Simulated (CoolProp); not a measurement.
Saturation properties of carbonyl sulfide.

Computed with CoolProp (reference Helmholtz-energy equation of state, Lemmon 2006). It is a short technical equation, of lower accuracy than the large ones.

```
T (K)  p (MPa)  enthalpy of vaporisation (kJ/kg)  liquid cp (kJ/(kg K))  vapour Z
-----  -------  --------------------------------  ---------------------  --------
237.4   0.1889                             298.9                  1.200    0.9560
244.9   0.2529                             293.4                  1.212    0.9461
252.4   0.3323                             287.7                  1.226    0.9349
259.8   0.4279                             281.8                  1.242    0.9225
267.3   0.5443                             275.4                  1.260    0.9085
274.8   0.6828                             268.8                  1.281    0.8931
282.2   0.8434                             261.8                  1.305    0.8764
289.7    1.033                             254.2                  1.333    0.8578
297.2    1.252                             246.2                  1.365    0.8375
304.6    1.499                             237.6                  1.403    0.8157
312.1    1.783                             228.3                  1.448    0.7917
319.6    2.105                             218.2                  1.504    0.7654
327      2.462                             207.2                  1.573    0.7370
```

It boils at 223.0 K under 1 atm.
